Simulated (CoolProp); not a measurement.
Properties of normal hydrogen along the isobar 257 kPa (Tc = 33.1 K, pc = 1296 kPa, ω = -0.219).

The numbers come from the reference Helmholtz-energy equation of state, Leachman 2009 in CoolProp.

```json
[
 {"T (K)": "20.9", "phase": "liquid", "speed of sound (m/s)": "1111", "expansivity (1/kK)": "17.11", "Prandtl number": "1.26"},
 {"T (K)": "29.4", "phase": "gas", "speed of sound (m/s)": "431.4", "expansivity (1/kK)": "44.11", "Prandtl number": "0.705"},
 {"T (K)": "38", "phase": "gas", "speed of sound (m/s)": "502.5", "expansivity (1/kK)": "29.92", "Prandtl number": "0.685"},
 {"T (K)": "46.5", "phase": "gas", "speed of sound (m/s)": "561.1", "expansivity (1/kK)": "23.20", "Prandtl number": "0.675"},
 {"T (K)": "55.1", "phase": "gas", "speed of sound (m/s)": "613.0", "expansivity (1/kK)": "19.05", "Prandtl number": "0.669"},
 {"T (K)": "63.7", "phase": "gas", "speed of sound (m/s)": "659.2", "expansivity (1/kK)": "16.23", "Prandtl number": "0.667"},
 {"T (K)": "72.2", "phase": "gas", "speed of sound (m/s)": "700.2", "expansivity (1/kK)": "14.18", "Prandtl number": "0.667"},
 {"T (K)": "80.8", "phase": "gas", "speed of sound (m/s)": "737.7", "expansivity (1/kK)": "12.59", "Prandtl number": "0.669"},
 {"T (K)": "89.3", "phase": "gas", "speed of sound (m/s)": "771.4", "expansivity (1/kK)": "11.34", "Prandtl number": "0.672"},
 {"T (K)": "97.9", "phase": "gas", "speed of sound (m/s)": "802.8", "expansivity (1/kK)": "10.32", "Prandtl number": "0.675"},
 {"T (K)": "106.4", "phase": "gas", "speed of sound (m/s)": "831.7", "expansivity (1/kK)": "9.469", "Prandtl number": "0.679"},
 {"T (K)": "115", "phase": "gas", "speed of sound (m/s)": "859.4", "expansivity (1/kK)": "8.746", "Prandtl number": "0.682"},
 {"T (K)": "123.5", "phase": "gas", "speed of sound (m/s)": "885.5", "expansivity (1/kK)": "8.134", "Prandtl number": "0.684"},
 {"T (K)": "132.1", "phase": "gas", "speed of sound (m/s)": "911.0", "expansivity (1/kK)": "7.596", "Prandtl number": "0.685"},
 {"T (K)": "140.7", "phase": "gas", "speed of sound (m/s)": "935.7", "expansivity (1/kK)": "7.126", "Prandtl number": "0.686"}
]
```

Viscosity comes from a separate model (Muzny 2013). Thermal conductivity comes from a separate model (Assael 2011).
